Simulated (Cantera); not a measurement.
Source: NASA polynomial tables (part measured, part estimated), evaluated in Cantera. Values are per mole of reaction as written; species without (g) are pure solids or liquids, kept so even where they would boil at 1 bar.

3 Cl₂(g) + 6 HF(g) + 2 Al(g) = 6 HCl(g) + 2 AlF₃(g), with ΔH° = -1996.6 kJ and ΔS° = -366.4 J/K at 300 K.

### Question
How far is the shortcut ΔG° ≈ ΔH°(300 K) − T·ΔS°(300 K) from the full temperature-dependent value at 375, 400, 425, 450, 475, 500 K?

### Answer
| T (K) | shortcut (kJ) | full (kJ) | difference (kJ) | difference in log10 K |
|---|---|---|---|---|
| 375 | -1859.2 | -1859.1 | -0.2 | 0.02 |
| 400 | -1850.1 | -1849.8 | -0.3 | 0.03 |
| 425 | -1840.9 | -1840.5 | -0.4 | 0.05 |
| 450 | -1831.7 | -1831.2 | -0.5 | 0.06 |
| 475 | -1822.6 | -1821.9 | -0.7 | 0.07 |
| 500 | -1813.4 | -1812.6 | -0.8 | 0.08 |
The shortcut ignores the heat-capacity change of the reaction.
